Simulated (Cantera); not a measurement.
## Adiabatic ignition

An adiabatic, constant-volume homogeneous reactor starts with 22.4 % CO, 5.14 % H2, 1.63 % CH4, 6.93 % O2, 63.9 % N2, equivalence ratio 2.5, at 1700 K and 760 Torr.

Model: GRI-Mech 3.0 (53 species, 325 reactions), integrated in Cantera.

| t (s) | T (K) | P (bar) | x CO | x H2 | x CH4 | x HCO | x H | x CH2 | x C2H2 |
|---|---|---|---|---|---|---|---|---|---|
| 5.00e-6 | 1700 | 1.01 | 0.224 | 0.0514 | 0.0163 | 4.42e-10 | 3.62e-6 | 1.66e-10 | <1e-12 |
| 1.58e-5 | 1700 | 1.01 | 0.224 | 0.0512 | 0.0161 | 2.07e-8 | 7.75e-5 | 9.80e-8 | 4.34e-10 |
| 5.00e-5 | 2126 | 1.27 | 0.187 | 0.0224 | <1e-12 | 9.27e-7 | 0.0402 | <1e-12 | <1e-12 |
| 0.000158 | 2415 | 1.42 | 0.185 | 0.0244 | <1e-12 | 5.68e-7 | 0.0228 | <1e-12 | <1e-12 |
| 0.000500 | 2637 | 1.53 | 0.184 | 0.0246 | <1e-12 | 2.81e-7 | 0.00977 | <1e-12 | <1e-12 |
| 0.00158 | 2683 | 1.55 | 0.184 | 0.0248 | <1e-12 | 2.15e-7 | 0.00682 | <1e-12 | <1e-12 |
| 0.00500 | 2680 | 1.55 | 0.185 | 0.0250 | <1e-12 | 2.13e-7 | 0.00674 | <1e-12 | <1e-12 |
| 0.0158 | 2680 | 1.55 | 0.185 | 0.0250 | <1e-12 | 2.13e-7 | 0.00673 | <1e-12 | <1e-12 |
| 0.0500 | 2680 | 1.55 | 0.185 | 0.0250 | <1e-12 | 2.13e-7 | 0.00673 | <1e-12 | <1e-12 |
| 0.158 | 2680 | 1.55 | 0.185 | 0.0250 | <1e-12 | 2.13e-7 | 0.00673 | <1e-12 | <1e-12 |
| 0.500 | 2680 | 1.55 | 0.185 | 0.0250 | <1e-12 | 2.13e-7 | 0.00673 | <1e-12 | <1e-12 |
| 1.58 | 2680 | 1.55 | 0.185 | 0.0250 | <1e-12 | 2.13e-7 | 0.00673 | <1e-12 | <1e-12 |
| 5.00 | 2680 | 1.55 | 0.185 | 0.0250 | <1e-12 | 2.13e-7 | 0.00673 | <1e-12 | <1e-12 |
x: mole fraction; the columns are a selection and need not sum to one.

```json
{
  "time_of_steepest_temperature_rise": "36.1 µs",
  "temperature at 5.00 s": "2680 K",
  "equilibrium_temperature": "2680 K",
  "x(CO) at 5.00 s": "0.185 (gas-phase equilibrium 0.185)",
  "x(H2) at 5.00 s": "0.0250 (gas-phase equilibrium 0.0250)",
  "x(CH4) at 5.00 s": "<1e-12 (gas-phase equilibrium <1e-12)"
}
```
